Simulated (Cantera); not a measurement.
An isothermal, constant-pressure homogeneous reactor starts with 1.45 % CO, 0.338 % O2, 1.74 % H2O, 96.5 % N2, at 1375 K and 45000 Pa.

Computed with Cantera and GRI-Mech 3.0 (53 species, 325 reactions).

x: mole fraction; the columns are a selection and need not sum to one.

```json
[
 {"t (s)": "0.000700", "x CO": "0.0145", "x O2": "0.00338", "x H2O": "0.0174", "x O": "1.15e-8", "x OH": "8.86e-9", "x H2": "1.05e-8"},
 {"t (s)": "0.00151", "x CO": "0.0145", "x O2": "0.00338", "x H2O": "0.0174", "x O": "1.59e-7", "x OH": "1.36e-7", "x H2": "2.40e-7"},
 {"t (s)": "0.00325", "x CO": "0.0143", "x O2": "0.00330", "x H2O": "0.0173", "x O": "3.65e-5", "x OH": "3.09e-5", "x H2": "6.36e-5"},
 {"t (s)": "0.00700", "x CO": "0.00619", "x O2": "0.000803", "x H2O": "0.0137", "x O": "0.000273", "x OH": "0.000255", "x H2": "0.00230"},
 {"t (s)": "0.0151", "x CO": "0.00449", "x O2": "0.000143", "x H2O": "0.0137", "x O": "6.10e-5", "x OH": "0.000127", "x H2": "0.00291"},
 {"t (s)": "0.0325", "x CO": "0.00447", "x O2": "?", "x H2O": "0.0140", "x O": "?", "x OH": "?", "x H2": "0.00303"},
 {"t (s)": "0.0700", "x CO": "0.00451", "x O2": "4.67e-6", "x H2O": "0.0142", "x O": "2.04e-6", "x OH": "2.37e-5", "x H2": "0.00311"},
 {"t (s)": "0.151", "x CO": "0.00455", "x O2": "8.80e-7", "x H2O": "0.0142", "x O": "3.87e-7", "x OH": "1.04e-5", "x H2": "0.00314"},
 {"t (s)": "0.325", "x CO": "0.00456", "x O2": "1.73e-7", "x H2O": "0.0142", "x O": "7.62e-8", "x OH": "4.60e-6", "x H2": "0.00316"},
 {"t (s)": "0.700", "x CO": "0.00457", "x O2": "?", "x H2O": "0.0142", "x O": "?", "x OH": "?", "x H2": "0.00317"},
 {"t (s)": "1.51", "x CO": "0.00457", "x O2": "6.86e-9", "x H2O": "0.0142", "x O": "3.00e-9", "x OH": "9.14e-7", "x H2": "0.00317"},
 {"t (s)": "3.25", "x CO": "0.00457", "x O2": "1.33e-9", "x H2O": "0.0143", "x O": "5.78e-10", "x OH": "4.01e-7", "x H2": "0.00317"},
 {"t (s)": "7.00", "x CO": "0.00457", "x O2": "2.59e-10", "x H2O": "0.0143", "x O": "1.12e-10", "x OH": "1.77e-7", "x H2": "0.00317"}
]
```

Question: Complete the blanks.

Answer: 
- 0.0325, x O2: 2.62e-5
- 0.0325, x O: 1.13e-5
- 0.0325, x OH: 5.55e-5
- 0.700, x O2: 3.46e-8
- 0.700, x O: 1.52e-8
- 0.700, x OH: 2.06e-6
